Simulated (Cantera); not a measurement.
## Catalytic combustion on Pt

An isothermal plug-flow reactor at 1225 K and 0.661 atm (inlet), inlet velocity 2.2 m/s, active area per volume 1400 1/m; feed CH4 : O2 : N2 : H2O = 0.0032 : 0.013 : 0.79 : 0.0056 (molar parts), equivalence ratio 0.49.

Computed with Cantera and Deutschmann's 1995 Pt surface mechanism with GRI-Mech 3.0 gas chemistry. Catalytic surfaces can have several steady states; this one follows from the mechanism file's or the stated starting coverage. Mass transfer to the wall is taken as infinitely fast.

| z (m) | x CH4 | x O2 | x H2O | x CO2 | x CO | θ free Pt | θ O* | θ OH* |
|---|---|---|---|---|---|---|---|---|
| 0.00013 | 0.00361 | 0.0154 | 0.00756 | 0.000322 | 8.54e-6 | 0.620 | 0.380 | 0.000825 |
| 0.00024 | 0.00335 | 0.0148 | 0.00808 | 0.000582 | 7.97e-6 | 0.622 | 0.378 | 0.000850 |
| 0.00042 | 0.00296 | 0.0141 | 0.00886 | 0.000970 | 7.10e-6 | 0.624 | 0.375 | 0.000887 |
| 0.00076 | 0.00233 | 0.0128 | 0.0101 | 0.00159 | 5.69e-6 | 0.629 | 0.370 | 0.000941 |
| 0.0013 | 0.00158 | 0.0113 | 0.0116 | 0.00234 | 3.95e-6 | 0.636 | 0.363 | 0.00100 |
| 0.0024 | 0.000702 | 0.00959 | 0.0133 | 0.00321 | 1.81e-6 | 0.644 | 0.355 | 0.00106 |
| 0.0042 | 0.000180 | 0.00855 | 0.0144 | 0.00373 | 4.77e-7 | 0.650 | 0.349 | 0.00110 |
| 0.0076 | 1.36e-5 | 0.00821 | 0.0147 | 0.00390 | 4.04e-8 | 0.652 | 0.347 | 0.00111 |
| 0.013 | 3.11e-7 | 0.00818 | 0.0147 | 0.00391 | 3.97e-9 | 0.652 | 0.347 | 0.00111 |
x: gas mole fraction; θ: surface coverage.
